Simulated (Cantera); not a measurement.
Charge: 1 mol V, 0.22 mol NH₃, 85 mol H₂, held at 0.0133 bar.

These are equilibrium values from Cantera (NASA tables, ideal gas, pure condensed phases), not measurements of a reactor. Candidate condensed phases: V, VN; 11 gas species. Mutual solubility and eutectic melting of coexisting phases are not modelled. VN: taken at fixed stoichiometry. Condensed phases not in the tables: V₂N, N, O or C dissolved in the metal. Kinetics and transport are ignored.

x: gas mole fraction; n: condensed amount in mol.

```
T (K)   x H₂       x H       x V     x N₂  n V(s)  n VN(s)  n V(l)
-----  -----  --------  --------  -------  ------  -------  ------
975     1.00   9.91e-9    <1e-12   <1e-12   0.780    0.220       0
1125    1.00   3.85e-7    <1e-12        ?   0.780    0.220       0
1275   1.000   6.38e-6  4.84e-12        ?   0.780    0.220       0
1425   1.000   5.91e-5  7.74e-10        ?   0.781    0.219       0
1575   0.999  0.000360   4.66e-8        ?   0.809    0.191       0
1725   0.997   0.00161   1.36e-6  0.00129   1.000        0       0
1875   0.993   0.00566   2.29e-5  0.00128   0.998        0       0
2025   0.982    0.0165  0.000251  0.00128   0.978        0       0
2175   0.955    0.0413   0.00196  0.00126   0.829        0       0
2325   0.898    0.0903    0.0108  0.00122       0        0  0.0242
2475   0.813     0.176    0.0106  0.00116       0        0       0
```

Q: Complete the blanks.

A: 
- 1125, x N₂: 4.27e-10
- 1275, x N₂: 8.87e-8
- 1425, x N₂: 5.86e-6
- 1575, x N₂: 0.000171
